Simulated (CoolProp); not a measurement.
Properties of methanol along the isobar 3.49 bar.

Computed with CoolProp (reference Helmholtz-energy equation of state, de Reuck 1993).

```
T (°C)  phase       Z  cp (kJ/(kg K))  cv (kJ/(kg K))  speed of sound (m/s)  conductivity (mW/(m K))
------  -----  ------  --------------  --------------  --------------------  -----------------------
226.25    gas  0.9848           1.943           1.655                 384.0                     38.6
239.65    gas  0.9865           1.966           1.682                 388.9                     40.5
253.05    gas  0.9879           1.989             [?]                 393.7                     42.3
266.45    gas  0.9891           2.014           1.738                 398.4                     44.2
279.85    gas  0.9901           2.039           1.765                 403.0                     46.2
293.25    gas  0.9909             [?]             [?]                   [?]                     48.1
306.65    gas  0.9916           2.090           1.821                 412.0                      [?]
320.05    gas  0.9921           2.116           1.849                 416.4                     52.1
333.45    gas  0.9926           2.142           1.876                 420.8                     54.1
346.85    gas  0.9930           2.168           1.903                 425.0                     56.2
```

Question: What belongs in the gaps?

Answer: 
- 253.05, cv (kJ/(kg K)): 1.710
- 293.25, cp (kJ/(kg K)): 2.064
- 293.25, cv (kJ/(kg K)): 1.793
- 293.25, speed of sound (m/s): 407.6
- 306.65, conductivity (mW/(m K)): 50.1

Thermal conductivity comes from a separate model (Sykioti 2013).
